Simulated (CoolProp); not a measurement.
n-butane along the isotherm 504.8 K: Z from the reference equation and from simpler models built on Tc = 425.1 K, pc = 3.796 MPa, ω = 0.201; each cubic takes its own stable root.

The numbers come from the reference Helmholtz-energy equation of state, Bücker 2006 in CoolProp.

| p (MPa) | phase | reference | van der Waals | Redlich-Kwong | Soave-Redlich-Kwong | Peng-Robinson |
|---|---|---|---|---|---|---|
| 0.857 | gas | 0.9574 | 0.9548 | 0.9528 | 0.9568 | 0.9498 |
| 1.71 | gas | 0.9126 | 0.9065 | 0.9039 | 0.9126 | 0.8992 |
| 2.57 | gas | 0.8649 | 0.8538 | 0.8527 | 0.8670 | 0.8477 |
| 3.43 | gas | 0.8148 | 0.7961 | 0.7993 | 0.8205 | 0.7961 |
| 4.29 | supercritical | 0.7628 | 0.7322 | 0.7442 | 0.7737 | 0.7451 |
| 5.14 | supercritical | 0.7105 | 0.6627 | 0.6893 | 0.7284 | 0.6966 |
| 6 | supercritical | 0.6589 | 0.5921 | 0.6363 | 0.6856 | 0.6517 |
| 6.86 | supercritical | 0.6121 | 0.5437 | 0.5919 | 0.6491 | 0.6140 |
| 7.71 | supercritical | 0.5754 | 0.5296 | 0.5626 | 0.6225 | 0.5865 |
| 8.57 | supercritical | 0.5511 | 0.5363 | 0.5485 | 0.6065 | 0.5692 |
| 9.43 | supercritical | 0.5395 | 0.5530 | 0.5465 | 0.6004 | 0.5613 |
| 10.3 | supercritical | 0.5378 | 0.5751 | 0.5525 | 0.6021 | 0.5609 |
| 11.1 | supercritical | 0.5428 | 0.5979 | 0.5625 | 0.6085 | 0.5652 |
| 12 | supercritical | 0.5534 | 0.6252 | 0.5770 | 0.6197 | 0.5739 |
